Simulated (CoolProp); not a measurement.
Saturation properties of chlorine (Tc = 143.7 °C, pc = 76.42 bar, ω = 0.070).

The numbers come from the reference Helmholtz-energy equation of state, Thol 2021 in CoolProp.

```json
[
 {"T (°C)": "42.85", "p (bar)": "12.23", "vapour density (kg/m³)": "38.60", "enthalpy of vaporisation (kJ/kg)": "233.0"},
 {"T (°C)": "46.85", "p (bar)": "13.44", "vapour density (kg/m³)": "42.37", "enthalpy of vaporisation (kJ/kg)": "229.4"},
 {"T (°C)": "50.85", "p (bar)": "…", "vapour density (kg/m³)": "46.43", "enthalpy of vaporisation (kJ/kg)": "…"},
 {"T (°C)": "54.75", "p (bar)": "…", "vapour density (kg/m³)": "50.68", "enthalpy of vaporisation (kJ/kg)": "221.9"},
 {"T (°C)": "58.75", "p (bar)": "17.56", "vapour density (kg/m³)": "…", "enthalpy of vaporisation (kJ/kg)": "217.9"},
 {"T (°C)": "62.65", "p (bar)": "19.09", "vapour density (kg/m³)": "60.26", "enthalpy of vaporisation (kJ/kg)": "213.9"},
 {"T (°C)": "66.65", "p (bar)": "20.75", "vapour density (kg/m³)": "65.66", "enthalpy of vaporisation (kJ/kg)": "209.7"},
 {"T (°C)": "70.65", "p (bar)": "22.51", "vapour density (kg/m³)": "71.47", "enthalpy of vaporisation (kJ/kg)": "205.3"},
 {"T (°C)": "74.55", "p (bar)": "24.33", "vapour density (kg/m³)": "…", "enthalpy of vaporisation (kJ/kg)": "…"},
 {"T (°C)": "78.55", "p (bar)": "26.29", "vapour density (kg/m³)": "84.26", "enthalpy of vaporisation (kJ/kg)": "196.1"},
 {"T (°C)": "82.45", "p (bar)": "28.32", "vapour density (kg/m³)": "…", "enthalpy of vaporisation (kJ/kg)": "…"},
 {"T (°C)": "86.45", "p (bar)": "30.50", "vapour density (kg/m³)": "99.07", "enthalpy of vaporisation (kJ/kg)": "186.2"}
]
```

Task: Some entries are withheld; supply them.

Result: 
- 50.85, p (bar): 14.74
- 50.85, enthalpy of vaporisation (kJ/kg): 225.6
- 54.75, p (bar): 16.09
- 58.75, vapour density (kg/m³): 55.36
- 74.55, vapour density (kg/m³): 77.55
- 74.55, enthalpy of vaporisation (kJ/kg): 200.9
- 82.45, vapour density (kg/m³): 91.29
- 82.45, enthalpy of vaporisation (kJ/kg): 191.3

It boils at -34.0 °C under 1 atm.
